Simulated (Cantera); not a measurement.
Input (Python, Cantera):

```python
import numpy as np
import cantera as ct

gas = ct.Solution("gri30.yaml")


def delay(T, t_max=10):
    gas.TPX = T, 100000, {'CH4': 1, 'O2': 0.909, 'N2': 5.09, 'H2O': 1.2}
    reactor = ct.IdealGasConstPressureReactor(gas, clone=False)
    net = ct.ReactorNet([reactor])
    net.rtol, net.atol = 1e-8, 1e-16
    while net.time < t_max:
        t_old, T_old = net.time, reactor.T
        net.step()
        if reactor.T > T + 400:  # ignition: a rise of 400 K
            return t_old + (T + 400 - T_old) / (reactor.T - T_old) * (net.time - t_old)
    return np.nan


taus = []
for T in [1125, 1200, 1275, 1350, 1425, 1500, 1575]:
    taus.append(delay(T))
    print(f"T0 = {T:6g} K   tau = {taus[-1]:.4e} s")
```

It prints:

```
T0 =   1125 K   tau = 4.2608e-01 s
T0 =   1200 K   tau = 1.5181e-01 s
T0 =   1275 K   tau = 5.6556e-02 s
T0 =   1350 K   tau = 2.1576e-02 s
T0 =   1425 K   tau = 8.4208e-03 s
T0 =   1500 K   tau = 3.4121e-03 s
T0 =   1575 K   tau = 1.4669e-03 s
```

Detailed kinetics in Cantera: GRI-Mech 3.0 (53 species, 325 reactions).
